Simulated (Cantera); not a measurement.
An adiabatic, constant-pressure homogeneous reactor starts with CO : H2 : O2 : N2 = 1 : 0.17 : 0.713 : 2.68 (molar parts), at 1475 K and 8.19 atm. Integrator tolerance rtol = 1e-08.

Detailed kinetics in Cantera: GRI-Mech 3.0 (53 species, 325 reactions). The hydrogen kinetics of GRI-Mech 3.0 are dated; newer H2 mechanisms differ, most at raised pressure.

What does this change do: constant volume in place of constant pressure?


```
quantity                                                            before                                    after
---------------------------------  ---------------------------------------  ---------------------------------------
time of steepest temperature rise                                  4.02 µs                                  3.98 µs
temperature at 0.900 s                                              2859 K                                   3019 K
equilibrium temperature                                             2859 K                                   3019 K
x(CO) at 0.900 s                     0.0573 (gas-phase equilibrium 0.0573)    0.0696 (gas-phase equilibrium 0.0696)
x(H2) at 0.900 s                   0.00150 (gas-phase equilibrium 0.00150)  0.00178 (gas-phase equilibrium 0.00178)
x(O2) at 0.900 s                     0.0473 (gas-phase equilibrium 0.0473)    0.0499 (gas-phase equilibrium 0.0499)
x(NO2) at 0.900 s                  1.50e-5 (gas-phase equilibrium 1.50e-5)  2.34e-5 (gas-phase equilibrium 2.34e-5)
x(H2O2) at 0.900 s                 2.99e-7 (gas-phase equilibrium 2.99e-7)  5.11e-7 (gas-phase equilibrium 5.11e-7)
x(CO2) at 0.900 s                      0.185 (gas-phase equilibrium 0.185)      0.171 (gas-phase equilibrium 0.171)
x(N2O) at 0.900 s                  2.50e-6 (gas-phase equilibrium 2.50e-6)  4.29e-6 (gas-phase equilibrium 4.29e-6)
```
Above 3000 K some thermodynamic fits are extrapolated.

What does this change do: H2 0.17 to 0.13 parts?


```tsv
quantity	before	after
time of steepest temperature rise	4.02 µs	4.54 µs
temperature at 0.900 s	2859 K	2846 K
equilibrium temperature	2859 K	2846 K
x(CO) at 0.900 s	0.0573 (gas-phase equilibrium 0.0573)	0.0541 (gas-phase equilibrium 0.0541)
x(H2) at 0.900 s	0.00150 (gas-phase equilibrium 0.00150)	0.00105 (gas-phase equilibrium 0.00105)
x(O2) at 0.900 s	0.0473 (gas-phase equilibrium 0.0473)	0.0507 (gas-phase equilibrium 0.0507)
x(NO2) at 0.900 s	1.50e-5 (gas-phase equilibrium 1.50e-5)	1.60e-5 (gas-phase equilibrium 1.60e-5)
x(H2O2) at 0.900 s	2.99e-7 (gas-phase equilibrium 2.99e-7)	2.31e-7 (gas-phase equilibrium 2.31e-7)
x(CO2) at 0.900 s	0.185 (gas-phase equilibrium 0.185)	0.190 (gas-phase equilibrium 0.190)
x(N2O) at 0.900 s	2.50e-6 (gas-phase equilibrium 2.50e-6)	2.56e-6 (gas-phase equilibrium 2.56e-6)
```
